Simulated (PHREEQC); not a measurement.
0.56 g of hydrous ferric oxide (600 m²/g; 0.2 weak and 0.005 strong sites per Fe, Dzombak-Morel constants, diffuse double layer) in 1 kg of water with 0.001 mol/kgw of an inert sodium salt and 0.0039 mmol/kgw Na2HAsO4, 0.003 mmol/kgw ZnCl2 and 1.4 mmol/kgw ZnSO4, at 25 °C; the pH is set by adding NaOH or the inert anion's acid. Oxygen alone is held at its pressure in air (log pO2 = -0.68). No CO2 enters from the air. Nothing may precipitate in this run.

Base run: PHREEQC, ion-association model, wateq4f.dat. Each further column changes one thing. The table gives S sorbed (%).

```tsv
pH	base	no electrostatic term (-no_edl)	background salt from 0.001 to 0.0001 mol/kgw	oxide from 0.56 to 2.8 g/kgw
3	42.9	0.2	43.2	100.0
3.5	43.0	0.2	43.2	100.0
4	42.5	0.2	42.7	100.0
4.5	41.1	0.2	41.3	99.9
5	37.9	0.2	38.1	99.6
5.5	32.4	0.2	32.6	97.6
6	25.9	0.2	26.1	91.1
6.5	22.4	0.1	22.6	78.9
7	22.0	0.0	22.3	58.6
7.5	21.1	0.0	21.4	34.4
8	17.6	0.0	17.9	12.4
8.5	11.0	0.0	11.3	2.2
9	3.5	0.0	3.6	0.3
```

In at least one series the solution becomes supersaturated in solids that the run did not let form, among them Zn(OH)2-e, Zn4(OH)6SO4, Zn5(OH)8Cl2. The database has no arsenate complexes of Zn. The oxide is taken as insoluble; below pH 4 it would dissolve.
